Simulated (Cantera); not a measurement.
A closed system holds: 1 mol SiC, 0.037 mol N2O, 650 mol H2, 0.97 mol O2, equilibrated at 3300 Torr.

Method: chemical equilibrium by Gibbs-energy minimisation in Cantera with the NASA 1993 tables (ideal gas, pure condensed phases). Candidate condensed phases: C, C6H6, C7H8, C8H18, H2O, Si, SiC, SiO2, Si2N2O, Si3N4; 151 gas species. Mutual solubility and eutectic melting of coexisting phases are not modelled. The tables hold silica as quartz up to 1696 K and as liquid above; real silica turns to tridymite and cristobalite and melts near 1996 K. Gases not in the tables: Si2H6 and higher silanes. The numbers say what is thermodynamically allowed, not how fast it happens.

x: gas mole fraction; n: condensed amount in mol.

```tsv
T (°C)	x H2	x H	x SiO	x CO	x CH4	x H2O	n SiC(s)	n SiO2(β-quartz)	n Si2N2O(s)
1252	0.998	1.13e-5	…	0.000302	0.00117	1.64e-5	0.0456	0.852	0.0356
1327	0.998	2.59e-5	…	0.000672	0.000682	2.71e-5	0.119	0.675	0.0331
1402	0.998	5.53e-5	…	0.00110	0.000359	3.96e-5	0.0457	0.309	0.0290
1477	0.997	0.000111	0.00153	0.00142	0.000112	8.16e-5	0	0	0
1552	0.997	0.000210	0.00153	0.00145	8.54e-5	5.81e-5	0	0	0
1627	0.996	0.000378	0.00152	0.00147	6.53e-5	4.31e-5	0	0	0
1702	0.996	0.000651	0.00152	0.00148	4.89e-5	3.41e-5	0	0	0
1777	0.996	0.00108	0.00151	0.00149	3.49e-5	2.95e-5	0	0	0
1852	0.995	0.00173	0.00150	0.00150	2.34e-5	2.81e-5	0	0	0
1927	0.994	0.00268	0.00149	0.00151	1.48e-5	2.91e-5	0	0	0
```

### Question
What belongs in the gaps?

### Answer

- 1252, x SiO: 4.83e-5
- 1327, x SiO: 0.000215
- 1402, x SiO: 0.000898
